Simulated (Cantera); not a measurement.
A closed system holds: 1 mol SiCl4, 0.077 mol Cl2, 49 mol N2, held at 800 °C and 0.130 bar.

Cantera equilibrium calculation (NASA polynomials, part measured and part estimated; ideal gas, pure solids and liquids). Candidate condensed phases: Si, Si3N4; 13 gas species. Rates play no part.

Base state: N2 0.978, SiCl4 0.0200, Cl2 0.00148, Cl 0.000115 (mole fractions); condensed: gas only.

### Question
What changes in the equilibrium state with this change: temperature from 800 °C to 1250 °C?

### Answer
```json
[
 {"species": "N2", "before": "0.978", "after": "0.977"},
 {"species": "SiCl4", "before": "0.0200", "after": "0.0198"},
 {"species": "Cl", "before": "0.000115", "after": "0.00280"},
 {"species": "Cl2", "before": "0.00148", "after": "0.000219"},
 {"species": "SiCl3", "before": "8.66e-9", "after": "0.000157"}
]
```
The tables' values for SiCl3 are old estimates; treat these amounts as uncertain.
